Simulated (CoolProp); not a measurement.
Saturated liquid density (kg/m³) of ethylene: the reference equation beside estimates from Tc = 282.4 K, pc = 5042 kPa, ω = 0.087.

Computed with CoolProp (reference Helmholtz-energy equation of state, Smukala 2000).

```
T (K)  reference  van der Waals  Soave-Redlich-Kwong  Peng-Robinson
-----  ---------  -------------  -------------------  -------------
223.2      480.7          314.0                450.0          510.3
225.9      475.5          310.5                443.8          503.3
228.6      470.2          306.9                437.3          496.0
231.3      464.7          303.1                430.7          488.4
234        459.1          299.3                423.9          480.6
236.7      453.4          295.3                416.8          472.6
239.4      447.5          291.3                409.5          464.2
242.1      441.3          287.0                402.0          455.5
244.8      435.0          282.7                394.2          446.5
247.5      428.4          278.2                386.0          437.1
250.2      421.5          273.5                377.5          427.2
252.9      414.3          268.5                368.7          416.9
255.6      406.7          263.4                359.4          406.1
258.3      398.8          258.0                349.7          394.7
261        390.3          252.3                339.3          382.6
```

Absolute difference from the reference over all 15 rows, mean and median: van der Waals 35.0 and 35.0 %, Soave-Redlich-Kwong 9.2 and 8.9 %, Peng-Robinson 3.2 and 3.2 %.
